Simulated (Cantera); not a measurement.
Charge: 1 mol MgO, 0.45 mol Cl₂, 0.59 mol H₂, held at 1 atm.

Method: chemical equilibrium by Gibbs-energy minimisation in Cantera with the NASA 1993 tables (ideal gas, pure condensed phases). Candidate condensed phases: H₂O, Mg, MgCl₂, MgO, Mg(OH)₂; 22 gas species. Mutual solubility and eutectic melting of coexisting phases are not modelled. Condensed phases not in the tables: MgOHCl. Kinetics and transport are ignored.

x: gas mole fraction; n: condensed amount in mol.

```csv
T (°C),x HCl,x H₂,x H₂O,x MgCl₂,x Cl,x H,x Cl₂,n MgCl₂(s),n MgO(s),n MgCl₂(l)
675,0.756,0.148,0.0965,4.24e-5,9.77e-10,2.00e-10,3.30e-11,0.0915,0.908,0
725,0.793,0.143,0.0632,0.000179,4.18e-9,8.08e-10,1.24e-10,0,0.938,0.0617
775,0.808,0.141,0.0501,0.000540,1.51e-8,2.88e-9,3.87e-10,0,0.950,0.0491
825,0.818,0.140,…,…,…,…,…,0,0.960,…
875,0.825,0.139,0.0331,0.00358,1.39e-7,2.65e-8,2.72e-9,0,0.967,0.0298
925,0.827,0.137,…,…,…,…,…,0,0.972,…
975,0.825,0.135,0.0229,0.0171,8.89e-7,1.71e-7,1.37e-8,0,0.976,0.00598
1025,0.814,0.135,0.0255,0.0255,1.99e-6,3.91e-7,2.71e-8,0,0.974,0
```

Q: Complete the blanks.

A: 
- 825, x H₂O: 0.0404
- 825, x MgCl₂: 0.00146
- 825, x Cl: 4.82e-8
- 825, x H: 9.19e-9
- 825, x Cl₂: 1.08e-9
- 825, n MgCl₂(l): 0.0390
- 925, x H₂O: 0.0274
- 925, x MgCl₂: 0.00812
- 925, x Cl: 3.66e-7
- 925, x H: 7.00e-8
- 925, x Cl₂: 6.33e-9
- 925, n MgCl₂(l): 0.0197
